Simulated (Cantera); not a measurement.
A Cantera script and its output.

```python
import numpy as np
import cantera as ct

gas = ct.Solution("gri30.yaml")


def delay(T, t_max=10):
    gas.TPX = T, 1500000, {'CH4': 1, 'O2': 2.25, 'N2': 7.42, 'H2O': 0.77}
    reactor = ct.IdealGasReactor(gas, clone=False)
    net = ct.ReactorNet([reactor])
    net.rtol, net.atol = 1e-8, 1e-16
    while net.time < t_max:
        t_old, T_old = net.time, reactor.T
        net.step()
        if reactor.T > T + 400:  # ignition: a rise of 400 K
            return t_old + (T + 400 - T_old) / (reactor.T - T_old) * (net.time - t_old)
    return np.nan


taus = []
for T in [1273, 1348, 1423, 1498, 1573, 1648, 1723, 1798, 1873]:
    taus.append(delay(T))
    print(f"T0 = {T:6g} K   tau = {taus[-1]:.4e} s")
```

It prints:

```
T0 =   1273 K   tau = 1.0819e-03 s
T0 =   1348 K   tau = 4.9109e-04 s
T0 =   1423 K   tau = 2.3498e-04 s
T0 =   1498 K   tau = 1.1697e-04 s
T0 =   1573 K   tau = 6.0177e-05 s
T0 =   1648 K   tau = 3.1982e-05 s
T0 =   1723 K   tau = 1.7629e-05 s
T0 =   1798 K   tau = 1.0129e-05 s
T0 =   1873 K   tau = 6.0862e-06 s
```

Computed with Cantera and GRI-Mech 3.0 (53 species, 325 reactions). The pressure lies above the range GRI-Mech 3.0 was tuned for (to about 10 atm).
